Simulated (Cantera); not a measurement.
## HF + O2 + H2 + SO2 (abatement and gas-phase synthesis)

Charge: 1 mol HF, 0.066 mol O2, 1.4 mol H2, 0.096 mol SO2, equilibrated at 1748 K and 5800000 Pa.

These are equilibrium values from Cantera (NASA tables, ideal gas, pure condensed phases), not measurements of a reactor. Candidate condensed phases: H2O, H2SO4, S; 43 gas species. The ideal-gas law is rough above about 30 bar. Equilibrium is a limit: real reactors are often held back by kinetics, nucleation or transport.

* **x(HF)**: 0.416
* **x(H2)**: 0.409
* **x(H2O)**: 0.135
* **x(H2S)**: 0.0396
* **x(SH)**: 0.000236
* **x(H2F2)**: 9.65e-5
* **x(S2)**: 9.63e-5
* **x(H)**: 1.92e-5
* **x(SO)**: 1.49e-6
* **gas amount**: 2.400 mol
* **log10 activity of S(l) (absent)**: -2.55
